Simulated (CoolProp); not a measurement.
The numbers come from the reference Helmholtz-energy equation of state, Lemmon 2006 in CoolProp. It is a short technical equation, of lower accuracy than the large ones.

### Question
For carbonyl sulfide, give the phase and the density (kg/m³), cv (kJ/(kg K)), isothermal compressibility (1/MPa), fugacity coefficient at 388.3 K and 1360 kPa.

### Answer
- 388.3 K and 1360 kPa: gas; density 27.2, cv 0.635, isothermal compressibility 0.793, fugacity coefficient 0.934
